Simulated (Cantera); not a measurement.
Input (Python, Cantera):

```python
import numpy as np
import cantera as ct

gas = ct.Solution("h2o2.yaml")
gas.TPX = 1075, 2666, {'H2': 0.017, 'O2': 1}
reactor = ct.IdealGasConstPressureReactor(gas, energy="off", clone=False)
net = ct.ReactorNet([reactor])
net.rtol, net.atol = 1e-08, 1e-18
show = ['H2', 'O2', 'O', 'H', 'H2O2']
times = np.geomspace(0.0005, 9, 11)

steps = ct.SolutionArray(gas, extra=["t"])
rows = []
print(f"{'t/s':>10s}{'T/K':>9s}{'P/Pa':>11s}" + "".join(f"{s:>11s}" for s in show))
for t in times:
    while net.time < t:
        t_next = net.step()
        steps.append(gas.state, t=t_next)
    rows.append([np.interp(t, steps.t, y) for y in (steps.T, steps.P, *steps(*show).X.T)])
    print(f"{t:10.3e}{rows[-1][0]:9.1f}{rows[-1][1]:11.4g}" + "".join(f"{x:11.3e}" for x in rows[-1][2:]))
rate = np.gradient(steps.T, steps.t)
print("integrator steps:", len(steps.t))
if steps.T.max() > steps.T[0] + 200:
    print(f"time of steepest temperature rise: {steps.t[rate.argmax()]:.4e} s")
gas.TPX = 1075, 2666, {'H2': 0.017, 'O2': 1}
gas.equilibrate("TP")
print(f"equilibrium (TP): T = {gas.T:.1f} K  " + "  ".join(f"{s} {gas[s].X[0]:.3e}" for s in show))
```

Output:

```
       t/s      T/K       P/Pa         H2         O2          O          H       H2O2
 5.000e-04   1075.0       2666  1.672e-02  9.833e-01  2.787e-09  7.135e-10  2.220e-13
 1.332e-03   1075.0       2666  1.672e-02  9.833e-01  8.409e-08  1.855e-08  1.832e-12
 3.548e-03   1075.0       2666  1.607e-02  9.827e-01  3.895e-04  9.115e-05  7.328e-09
 9.453e-03   1075.0       2666  1.471e-04  9.739e-01  8.464e-03  9.378e-04  7.950e-08
 2.518e-02   1075.0       2666  4.822e-05  9.790e-01  3.794e-03  2.496e-04  6.374e-08
 6.708e-02   1075.0       2666  1.261e-05  9.820e-01  1.023e-03  3.441e-05  5.506e-08
 1.787e-01   1075.0       2666  2.298e-06  9.829e-01  1.957e-04  2.881e-06  3.792e-08
 4.761e-01   1075.0       2666  3.789e-07  9.831e-01  3.418e-05  2.117e-07  1.883e-08
 1.268e+00   1075.0       2666  6.888e-08  9.831e-01  6.576e-06  1.795e-08  7.043e-09
 3.378e+00   1075.0       2666  1.506e-08  9.831e-01  1.512e-06  1.981e-09  2.321e-09
 9.000e+00   1075.0       2666  3.943e-09  9.831e-01  4.108e-07  2.806e-10  7.605e-10
integrator steps: 1658
equilibrium (TP): T = 1075.0 K  H2 7.344e-11  O2 9.831e-01  O 8.017e-09  H 7.753e-13  H2O2 1.880e-11
```

Model: the H2/O2 subset of GRI-Mech 3.0, which has no nitrogen chemistry, integrated in Cantera. Radical loss at walls, strong at low pressure, is not modelled.
